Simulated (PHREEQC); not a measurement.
Dissolve 0.22 mol/kgw NaHSO4, 0.055 mol/kgw FeCl3 and 0.00054 mol/kgw CuCl2 at 83 °C. Closed to the air; pH follows from the charge balance.

Equilibrium calculation in PHREEQC: ion-association model, phreeqc.dat.

No solid was allowed to form.

**Question.** Estimate the pH.

**Answer.** pH 1.31.

**Question.** In which forms is Fe present?

**Answer.** FeSO4+ 47 %, FeHSO4+2 26 %, FeCl+2 15 %, Fe(SO4)2- 5.6 %, Fe+3 2.8 %, FeOH+2 2.4 % of the Fe.

Saturation is exceeded, for instance for Hematite (slow to form), Goethite (slow to form); the values hold only as long as no solid forms. At this temperature some constants are extrapolated from 25 °C, and those without enthalpy data are left unchanged.
